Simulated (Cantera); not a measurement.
## Adiabatic ignition

An adiabatic, constant-volume homogeneous reactor starts with H₂ : O₂ : N₂ = 1 : 0.505 : 1.9 (molar parts), equivalence ratio 0.99, at 1475 K and 0.701 atm.

Detailed kinetics in Cantera: GRI-Mech 3.0 (53 species, 325 reactions).

| t (s) | T (K) | P (bar) | x H₂ | x O₂ | x NO | x H | x NO₂ | x H₂O |
|---|---|---|---|---|---|---|---|---|
| 1.00e-6 | 1475 | 0.710 | 0.294 | 0.148 | <1e-12 | 1.69e-7 | <1e-12 | 4.31e-8 |
| 3.98e-6 | 1475 | 0.710 | 0.294 | 0.148 | <1e-12 | 2.49e-6 | <1e-12 | 2.30e-6 |
| 1.58e-5 | 1490 | 0.717 | 0.273 | 0.140 | 4.52e-9 | 0.0115 | <1e-12 | 0.0138 |
| 6.31e-5 | 2614 | 1.18 | 0.0627 | 0.0260 | 0.000190 | 0.0488 | 2.13e-8 | 0.208 |
| 0.000251 | 2951 | 1.30 | 0.0562 | 0.0194 | 0.00413 | 0.0285 | 8.53e-7 | 0.233 |
| 0.00100 | 2943 | 1.29 | 0.0574 | 0.0175 | 0.0107 | 0.0281 | 2.11e-6 | 0.233 |
| 0.00398 | 2943 | 1.29 | 0.0575 | 0.0174 | 0.0113 | 0.0281 | 2.21e-6 | 0.233 |
| 0.0158 | 2943 | 1.29 | 0.0575 | 0.0174 | 0.0113 | 0.0281 | 2.21e-6 | 0.233 |
| 0.0631 | 2943 | 1.29 | 0.0575 | 0.0174 | 0.0113 | 0.0281 | 2.21e-6 | 0.233 |
| 0.251 | 2943 | 1.29 | 0.0575 | 0.0174 | 0.0113 | 0.0281 | 2.21e-6 | 0.233 |
| 1.00 | 2943 | 1.29 | 0.0575 | 0.0174 | 0.0113 | 0.0281 | 2.21e-6 | 0.233 |
x: mole fraction; the columns are a selection and need not sum to one.

```yaml
time_of_steepest_temperature_rise: 19.8 µs
temperature at 1.00 s: 2943 K
equilibrium_temperature: 2943 K
x(H₂) at 1.00 s: 0.0575 (gas-phase equilibrium 0.0575)
x(O₂) at 1.00 s: 0.0174 (gas-phase equilibrium 0.0174)
x(NO) at 1.00 s: 0.0113 (gas-phase equilibrium 0.0113)
```
